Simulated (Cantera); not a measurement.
Iron carbonyl, mercury and lead vapours: HgO + H₂

A closed system holds: 1 mol HgO, 0.069 mol H₂, at 1 atm.

Method: chemical equilibrium by Gibbs-energy minimisation in Cantera with the NASA 1993 tables (ideal gas, pure condensed phases). Candidate condensed phases: H₂O, Hg, HgO; 10 gas species. Rates play no part.

```
T (K)   x Hg   x H₂O      x O₂      x OH  n HgO(s)
-----  -----  ------  --------  --------  --------
600    0.500   0.500   3.18e-5    <1e-12     0.931
625    0.500   0.499  0.000340    <1e-12     0.931
650    0.501   0.496   0.00300  2.43e-12     0.930
675    0.511   0.468    0.0216  1.17e-11     0.925
700    0.558   0.325     0.117  4.17e-11     0.881
725    0.652  0.0450     0.303  5.14e-11         0
750    0.652  0.0450     0.303  1.26e-10         0
775    0.652  0.0450     0.303  2.91e-10         0
800    0.652  0.0450     0.303  6.39e-10         0
825    0.652  0.0450     0.303   1.34e-9         0
850    0.652  0.0450     0.303   2.68e-9         0
```
x: gas mole fraction; n: condensed amount in mol.

From 600 K to 700 K the condensed part is HgO(s). From 725 K to 850 K nothing is condensed. The main Hg-bearing gas is Hg throughout.
